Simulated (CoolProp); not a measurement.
A simple Rankine cycle with R141b: condensing at 309.15 K, boiler at 0.801 MPa, turbine inlet 385.8 K, turbine efficiency 0.75, pump efficiency 0.6, no recuperator. Each further row changes one setting.

The numbers come from the reference Helmholtz-energy equation of state, Lemmon 2006 in CoolProp. It is a short technical equation, of lower accuracy than the large ones.

```tsv
case	thermal efficiency (%)	net work (kJ/kg)	heat in (kJ/kg)	turbine exit temperature (K)	volume ratio over the turbine
as stated	[?]	32.3	272	332.7	6.76
turbine inlet 405.8 K	11.9	34.8	293	[?]	6.65
condensing temperature 301.15 K	13.1	36.8	[?]	[?]	8.83
boiler pressure 0.561 MPa	[?]	27.7	278	344.3	4.64
turbine efficiency 0.65	10.2	[?]	272	338.0	6.88
```

**Question.** Fill in the missing entries.

**Answer.** 
- as stated, thermal efficiency (%): 11.8
- turbine inlet 405.8 K, turbine exit temperature (K): 353.5
- condensing temperature 301.15 K, heat in (kJ/kg): 282
- condensing temperature 301.15 K, turbine exit temperature (K): 326.3
- boiler pressure 0.561 MPa, thermal efficiency (%): 10.0
- turbine efficiency 0.65, net work (kJ/kg): 27.8
